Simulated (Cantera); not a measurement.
Cantera run:

```python
import numpy as np
import cantera as ct

gas_names = """
    CL CL2 H HCL H2 N NH NH2 NH3 N2 N2H2 N2H4 Si SiCL SiCL2 SiCL3 SiCL4 SiH SiHCL3 SiH2 SiH2CL2 SiH3
    SiH3CL SiH4 SiN Si2 Si2N Si3
""".split()
cond_names = """
    NH4CL(a) NH4CL(b) Si(cr) Si(L) Si3N4(a)
""".split()


# ... load() reads the species with a 1 bar reference pressure and builds the phases ...
atoms = {
    'Si2Cl6': {'Si': 2, 'CL': 6},
    'N2': {'N': 2},
    'NH3': {'N': 1, 'H': 3},
}
top_T = {'Si3N4(a)': 2400}  # K; cautious upper limits of use, not melting points


# ... equilibrate(T, P, feed) seeds the gas with the atoms and calls Mixture.equilibrate('TP', solver="vcs", rtol=1e-11, max_steps=5000) ...
results = []
feed = {'Si2Cl6': 1, 'N2': 19, 'NH3': 0.1}  # mol
P = 7.8  # Pa
for T in [1125, 1175, 1225, 1275, 1325, 1375, 1425]:
    mix = equilibrate(T, P, feed)
    results.append((T, P, feed, dict(zip(mix.species_names, mix.species_moles))))
    x = sorted(zip(gas.X, gas.species_names), reverse=True)
    print(f"T = {T:g} K  P = {P:g} Pa  gas = {mix.phase_moles(0):.4g} mol")
    print("   x: " + "  ".join(f"{s} {v:.3e}" for v, s in x if v > 1e-06))
    print("   condensed (mol): " + ("  ".join(f"{mix.phase(i).name} {mix.phase_moles(i):.4g}"
          for i in range(1, mix.n_phases) if mix.phase_moles(i) > 1e-12) or "none"))
```

Output:

```
T = 1125 K  P = 7.8 Pa  gas = 20.54 mol
   x: N2 9.118e-01  SiCL4 6.241e-02  HCL 1.444e-02  SiCL2 5.850e-03  SiCL3 5.447e-03  H2 7.840e-05  CL 7.289e-06  SiHCL3 5.883e-06
   condensed (mol): Si3N4(a) 0.162
T = 1175 K  P = 7.8 Pa  gas = 20.81 mol
   x: N2 9.051e-01  SiCL4 5.147e-02  SiCL2 1.906e-02  HCL 1.425e-02  SiCL3 1.002e-02  H2 7.831e-05  CL 1.954e-05  SiHCL3 6.667e-06
   condensed (mol): Si3N4(a) 0.1079
T = 1225 K  P = 7.8 Pa  gas = 21.35 mol
   x: N2 8.923e-01  SiCL2 4.682e-02  SiCL4 3.290e-02  SiCL3 1.396e-02  HCL 1.388e-02  H2 8.298e-05  CL 4.629e-05  SiHCL3 6.136e-06
   condensed (mol): none
T = 1275 K  P = 7.8 Pa  gas = 21.35 mol
   x: N2 8.921e-01  SiCL2 4.635e-02  SiCL4 3.217e-02  SiCL3 1.514e-02  HCL 1.399e-02  CL 1.894e-04  H2 2.742e-05  SiHCL3 2.545e-06
   condensed (mol): none
T = 1325 K  P = 7.8 Pa  gas = 21.36 mol
   x: N2 8.917e-01  SiCL2 4.602e-02  SiCL4 3.131e-02  SiCL3 1.629e-02  HCL 1.402e-02  CL 6.932e-04  H2 9.855e-06  SiHCL3 1.127e-06
   condensed (mol): none
T = 1375 K  P = 7.8 Pa  gas = 21.4 mol
   x: N2 8.902e-01  SiCL2 4.620e-02  SiCL4 2.992e-02  SiCL3 1.734e-02  HCL 1.401e-02  CL 2.273e-03  H2 3.924e-06
   condensed (mol): none
T = 1425 K  P = 7.8 Pa  gas = 21.49 mol
   x: N2 8.864e-01  SiCL2 4.772e-02  SiCL4 2.718e-02  SiCL3 1.816e-02  HCL 1.395e-02  CL 6.576e-03  CL2 2.858e-06  H2 1.801e-06  H 1.037e-06
   condensed (mol): none
```

Equilibrium computed with Cantera from the NASA thermochemical tables; the gas is ideal and each condensed phase is pure. The feed counts by its element totals alone. The tables' values for SiCl3 are old estimates; treat these amounts as uncertain.
